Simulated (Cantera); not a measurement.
An adiabatic, constant-pressure homogeneous reactor starts with C3H8 : O2 : N2 = 1 : 3.85 : 14.5 (molar parts), equivalence ratio 1.3, at 1373 K and 750 Torr. Integrator tolerance rtol = 1e-08.

Detailed kinetics in Cantera: GRI-Mech 3.0 (53 species, 325 reactions). GRI-Mech 3.0 was tuned for natural gas; its chemistry of propane as a main component is partial and can be far from experiment.

Q: What does this change do: pressure from 750 Torr to 6080 Torr?

A: 
```json
[
 {"quantity": "time of steepest temperature rise", "before": "0.345 ms", "after": "0.114 ms"},
 {"quantity": "temperature at 0.500 s", "before": "2735 K", "after": "2860 K"},
 {"quantity": "equilibrium temperature", "before": "2735 K", "after": "2860 K"},
 {"quantity": "x(C3H8) at 0.500 s", "before": "<1e-12 (gas-phase equilibrium <1e-12)", "after": "<1e-12 (gas-phase equilibrium <1e-12)"},
 {"quantity": "x(O2) at 0.500 s", "before": "0.00443 (gas-phase equilibrium 0.00443)", "after": "0.00196 (gas-phase equilibrium 0.00196)"},
 {"quantity": "x(HCN) at 0.500 s", "before": "6.86e-9 (gas-phase equilibrium 6.86e-9)", "after": "4.42e-8 (gas-phase equilibrium 4.42e-8)"},
 {"quantity": "x(CO) at 0.500 s", "before": "0.0866 (gas-phase equilibrium 0.0866)", "after": "0.0837 (gas-phase equilibrium 0.0837)"},
 {"quantity": "x(NO) at 0.500 s", "before": "0.00446 (gas-phase equilibrium 0.00446)", "after": "0.00355 (gas-phase equilibrium 0.00355)"}
]
```
